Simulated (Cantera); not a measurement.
Charge: 1 mol SiF4, 2 mol NH3, 25 mol N2, equilibrated at 1473 K and 4.30 mbar.

Equilibrium computed with Cantera from the NASA thermochemical tables; the gas is ideal and each condensed phase is pure. Candidate condensed phases: Si, Si3N4; 37 gas species. The tables' values for SiF3, SiF2 are old estimates; treat these amounts as uncertain. The numbers say what is thermodynamically allowed, not how fast it happens.

Base state: N2 0.864, H2 0.0966, SiF4 0.0277, HF 0.00605, SiF3 0.00486, SiF2 0.000509, SiHF3 0.000178, H 5.99e-5 (mole fractions); condensed: gas only.

Q: What changes in the equilibrium state with this change: pressure from 4.30 mbar to 0.100 bar?

A: 
| species | before | after |
|---|---|---|
| N2 | 0.864 | 0.866 |
| H2 | 0.0966 | 0.0982 |
| SiF4 | 0.0277 | 0.0305 |
| HF | 0.00605 | 0.00293 |
| SiF3 | 0.00486 | 0.00231 |
| SiF2 | 0.000509 | 0.000104 |
| H | 5.99e-5 | 1.25e-5 |
